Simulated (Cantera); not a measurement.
Input: 1 mol CuO, 1.6 mol H₂, 31 mol N₂, at 1.00 bar.

Method: chemical equilibrium by Gibbs-energy minimisation in Cantera with the NASA 1993 tables (ideal gas, pure condensed phases). Candidate condensed phases: Cu, CuO, Cu(OH)₂, Cu₂O, H₂O; 27 gas species. Rates play no part.

### Question
Which condensed phases are stable at each of these points (T (°C)): 527, 677, 827, 977, 1127, 1277, 1427, 1577, 1727, 1877?

### Answer
| T (°C) | condensed phases | Cu condensed (%) |
|---|---|---|
| 527 | Cu(s) | 100.0 |
| 677 | Cu(s) | 100.0 |
| 827 | Cu(s) | 100.0 |
| 977 | Cu(s) | 100.0 |
| 1127 | Cu(l) | 100.0 |
| 1277 | Cu(l) | 99.9 |
| 1427 | Cu(l) | 99.5 |
| 1577 | Cu(l) | 96.9 |
| 1727 | Cu(l) | 85.8 |
| 1877 | Cu(l) | 47.3 |

From 527 °C to 977 °C the condensed part is Cu(s). From 1127 °C to 1877 °C the condensed part is Cu(l).
